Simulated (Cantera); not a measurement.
An isothermal, constant-pressure homogeneous reactor starts with H2 : O2 : N2 = 0.18 : 1 : 2.2 (molar parts), equivalence ratio 0.090, at 1350 K and 230 Pa.

Computed with Cantera and the H2/O2 subset of GRI-Mech 3.0, which has no nitrogen chemistry. Radical loss at walls, strong at low pressure, is not modelled. The temperature is held fixed by assumption; the heat of reaction is taken as removed at once.

x: mole fraction; the columns are a selection and need not sum to one.

```csv
t (s),x H2,x O2,x HO2,x H2O,x H2O2
0.000100,0.0533,0.296,?,3.62e-11,<1e-12
0.000228,0.0533,0.296,?,3.82e-10,1.93e-12
0.000521,0.0533,0.296,?,3.72e-9,9.97e-12
0.00119,0.0533,0.296,?,3.59e-8,5.08e-11
0.00271,0.0533,0.296,?,5.33e-7,2.52e-10
0.00620,0.0532,0.296,1.89e-7,5.11e-5,1.16e-9
0.0141,0.00656,0.265,1.98e-7,0.0361,1.38e-8
0.0323,0.00215,0.259,1.89e-7,0.0418,8.38e-9
0.0737,0.00213,0.259,1.89e-7,0.0420,8.40e-9
0.168,0.00209,0.260,1.89e-7,0.0424,8.44e-9
0.384,0.00199,0.261,1.89e-7,0.0431,8.52e-9
0.876,0.00179,0.262,1.87e-7,0.0447,8.63e-9
2.00,0.00140,0.266,1.82e-7,0.0474,8.64e-9
```

**Question.** Fill in the missing entries.

**Answer.** 
- 0.000100, x HO2: 3.10e-9
- 0.000228, x HO2: 7.07e-9
- 0.000521, x HO2: 1.61e-8
- 0.00119, x HO2: 3.68e-8
- 0.00271, x HO2: 8.38e-8
